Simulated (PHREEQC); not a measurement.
Solution (10 °C): 0.12 mol NaAlO2 per kg of water. Closed to the air; pH follows from the charge balance.

Model: ion-association model, phreeqc.dat, run in PHREEQC.

```
quantity                      before     after
--------------------------  --------  --------
pH                              9.58      9.16
Al(OH)3 (mol/kgw)            1.45e-5   4.55e-6
Al(OH)2+ (mol/kgw)           1.17e-7   8.16e-8
AlOH+2 (mol/kgw)            3.48e-11  4.18e-11
SI of Al(OH)3(a) (Al(OH)3)     +1.88     +1.36
```

Task: What was changed between the two runs?
A. NaAlO2 from 0.12 to 0.24 mol/kgw
B. diluted 10-fold with water
C. NaAlO2 from 0.12 to 0.108 mol/kgw
D. diluted 100-fold with water

Result: B, diluted 10-fold with water

This is a speciation only: nothing precipitates in the calculation. Some of these states are supersaturated (in Al(OH)3(a), Gibbsite (slow to form), for instance). At this temperature some constants are extrapolated from 25 °C, and those without enthalpy data are left unchanged.
